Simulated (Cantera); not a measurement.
Charge: 1 mol Fe(CO)₅, 0.041 mol CO, a varied amount of N₂, at 1152 °C and 75.0 Torr.

Method: chemical equilibrium by Gibbs-energy minimisation in Cantera with the NASA 1993 tables (ideal gas, pure condensed phases). Candidate condensed phases: C, Fe, Fe(CO)₅, FeO, Fe₂O₃, Fe₃O₄; 27 gas species. Kinetics and transport are ignored.

### Question
At 2 mol N₂, list the 3 most abundant gas species with their mole fractions, and the condensed phases.

### Answer
CO 0.716, N₂ 0.284, CO₂ 6.84e-5. Condensed: Fe(γ).
